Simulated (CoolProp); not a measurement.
Model: reference Helmholtz-energy equation of state, Thol 2012, in CoolProp.

Q: Give the vapour pressure (MPa), liquid density (kg/m³), vapour Z, surface tension (mN/m) of saturated benzene at 192.95 °C.

A: 
```csv
T (°C),p (MPa),liquid density (kg/m³),vapour Z,surface tension (mN/m)
192.95,1.28,669,0.799,7.99
```

Surface tension comes from a separate correlation (Mulero 2012).
